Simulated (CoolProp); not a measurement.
Tetrahydrofuran along the isobar 2.02 bar: fugacity coefficient from the reference equation and from simpler models built on Tc = 267.0 °C, pc = 53.04 bar, ω = 0.234; each cubic takes its own stable root.

Values from CoolProp's reference Helmholtz-energy equation of state, Fiedler 2023.

```tsv
T (°C)	phase	reference	van der Waals	Redlich-Kwong	Soave-Redlich-Kwong
-84.75	liquid	2.608e-5	0.04019	7.355e-5	2.641e-5
-70.75	liquid	0.0001367	0.07764	0.0003822	0.0001348
-56.65	liquid	0.0005665	0.1381	0.001534	0.0005489
-42.65	liquid	0.001906	0.2277	0.004936	0.001830
-28.65	liquid	0.005460	0.3541	0.01341	0.005220
-14.65	liquid	0.01369	0.5242	0.03174	0.01308
-0.55	liquid	0.03087	0.7461	0.06743	0.02958
13.45	liquid	0.06300	0.9519	0.1297	0.06062
27.45	liquid	0.1187	0.9567	0.2305	0.1148
41.45	liquid	0.2089	0.9608	0.3834	0.2034
55.55	liquid	0.3478	0.9644	0.6040	0.3407
```

At some of these states van der Waals gives the other phase, because its saturation line lies elsewhere.
